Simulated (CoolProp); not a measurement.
Saturation properties of octamethylcyclotetrasiloxane (D4) (Tc = 313.4 °C, pc = 1.347 MPa, ω = 0.598).

The numbers come from the reference Helmholtz-energy equation of state, Thol 2015 in CoolProp.

| T (°C) | p (MPa) | liquid density (kg/m³) | enthalpy of vaporisation (kJ/kg) | liquid cp (kJ/(kg K)) | surface tension (mN/m) |
|---|---|---|---|---|---|
| 128.35 | 0.02523 | 828.2 | 148.6 | 1.880 | 10.5 |
| 143.95 | 0.04173 | 808.2 | 143.0 | 1.917 | 9.48 |
| 159.55 | 0.06586 | 787.6 | 137.2 | 1.955 | 8.44 |
| 175.15 | 0.09981 | 766.2 | 131.1 | 1.995 | 7.42 |
| 190.75 | 0.1461 | 743.8 | 124.8 | 2.036 | 6.42 |
| 206.35 | 0.2073 | 720.1 | 118.0 | 2.079 | 5.45 |
| 221.95 | 0.2867 | 694.8 | 110.7 | 2.126 | 4.50 |
| 237.55 | 0.3875 | 667.2 | 102.7 | 2.179 | 3.59 |
| 253.15 | 0.5135 | 636.6 | 93.72 | 2.243 | 2.72 |

It boils at 175.7 °C under 1 atm.

Surface tension comes from a separate correlation (Mulero 2014), older than this fluid's equation and unchecked against measurements.
